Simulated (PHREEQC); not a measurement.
## Copper plating or etch bath: an equilibrium model

Make-up at 25 °C: 0.063 mol CuCl2 and 0.19 mol HBF4 per kg of water. Closed to the air; pH follows from the charge balance.

The numbers come from PHREEQC with the ion-association model, wateq4f.dat.

Precipitation was switched off in this run.

### Question
Predict the pH, ionic strength.

### Answer
pH 0.84; ionic strength 0.365 mol/kgw.

### Question
In which forms is Cl present?

### Answer
Cl- 96 %, CuCl+ 4.0 % of the Cl.

Real BF4- forms and hydrolyses slowly; the run takes it at equilibrium.
